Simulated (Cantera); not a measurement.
A closed system holds: 1 mol Cu, 25 mol CO₂, 5.6 mol N₂, held at 75.0 Torr.

Method: chemical equilibrium by Gibbs-energy minimisation in Cantera with the NASA 1993 tables (ideal gas, pure condensed phases). Candidate condensed phases: C, Cu, CuO, Cu₂O; 27 gas species. Mutual solubility and eutectic melting of coexisting phases are not modelled. Equilibrium is a limit: real reactors are often held back by kinetics, nucleation or transport.

log p: log10 of the partial pressure in bar; n: condensed amount in mol.

```json
[
 {"T (°C)": "475", "log p CO₂": "-1.09", "log p N₂": "-1.74", "log p CO": "-8.33", "log p O₂": "<-13", "log p Cu": "<-13", "n Cu(s)": "1.000", "n Cu₂O(s)": "0"},
 {"T (°C)": "525", "log p CO₂": "-1.09", "log p N₂": "-1.74", "log p CO": "-7.83", "log p O₂": "<-13", "log p Cu": "<-13", "n Cu(s)": "1.000", "n Cu₂O(s)": "0"},
 {"T (°C)": "575", "log p CO₂": "-1.09", "log p N₂": "-1.74", "log p CO": "[?]", "log p O₂": "<-13", "log p Cu": "<-13", "n Cu(s)": "1.000", "n Cu₂O(s)": "0"},
 {"T (°C)": "625", "log p CO₂": "-1.09", "log p N₂": "-1.74", "log p CO": "-6.99", "log p O₂": "-11.97", "log p Cu": "-12.79", "n Cu(s)": "1.000", "n Cu₂O(s)": "0"},
 {"T (°C)": "675", "log p CO₂": "-1.09", "log p N₂": "-1.74", "log p CO": "-6.64", "log p O₂": "-10.94", "log p Cu": "-11.76", "n Cu(s)": "1.000", "n Cu₂O(s)": "6.97e-5"},
 {"T (°C)": "725", "log p CO₂": "-1.09", "log p N₂": "-1.74", "log p CO": "-6.33", "log p O₂": "-10.01", "log p Cu": "-10.84", "n Cu(s)": "1.000", "n Cu₂O(s)": "0.000144"},
 {"T (°C)": "775", "log p CO₂": "-1.09", "log p N₂": "-1.74", "log p CO": "-6.04", "log p O₂": "-9.18", "log p Cu": "-10.01", "n Cu(s)": "0.999", "n Cu₂O(s)": "0.000279"},
 {"T (°C)": "825", "log p CO₂": "-1.09", "log p N₂": "-1.74", "log p CO": "-5.78", "log p O₂": "-8.42", "log p Cu": "-9.25", "n Cu(s)": "0.999", "n Cu₂O(s)": "0.000508"},
 {"T (°C)": "875", "log p CO₂": "-1.09", "log p N₂": "-1.74", "log p CO": "-5.54", "log p O₂": "-7.73", "log p Cu": "-8.57", "n Cu(s)": "0.998", "n Cu₂O(s)": "0.000873"},
 {"T (°C)": "925", "log p CO₂": "-1.09", "log p N₂": "-1.74", "log p CO": "[?]", "log p O₂": "[?]", "log p Cu": "[?]", "n Cu(s)": "0.997", "n Cu₂O(s)": "[?]"},
 {"T (°C)": "975", "log p CO₂": "-1.09", "log p N₂": "-1.74", "log p CO": "-5.12", "log p O₂": "-6.51", "log p Cu": "-7.36", "n Cu(s)": "0.996", "n Cu₂O(s)": "0.00213"},
 {"T (°C)": "1025", "log p CO₂": "-1.09", "log p N₂": "-1.74", "log p CO": "-4.93", "log p O₂": "-5.98", "log p Cu": "-6.82", "n Cu(s)": "0.994", "n Cu₂O(s)": "0.00290"}
]
```

### Question
What belongs in the gaps?

### Answer

- 575, log p CO: -7.39
- 925, log p CO: -5.32
- 925, log p O₂: -7.09
- 925, log p Cu: -7.93
- 925, n Cu₂O(s): 0.00141
